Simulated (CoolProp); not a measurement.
Vapour-liquid equilibrium of n-heptane (1) + p-xylene (2) at 402.7 K; x and y are mole fractions of (1).

The numbers come from the multi-fluid Helmholtz-energy mixture model, Span 2003 and Zhou 2012; pair parameters Bell 2016 in CoolProp.

Task: Give the bubble pressure and the first vapour's composition at x = 0.05, 0.2, 0.65. Is there an azeotrope?

Result: x = 0.05: 89.93 kPa, y = 0.153; x = 0.2: 117.6 kPa, y = 0.441; x = 0.65: 185.1 kPa, y = 0.823. No azeotrope shows between x = 0.05 and 0.95.

The pair parameters rest on a limited set of measurements; away from them the model extrapolates.
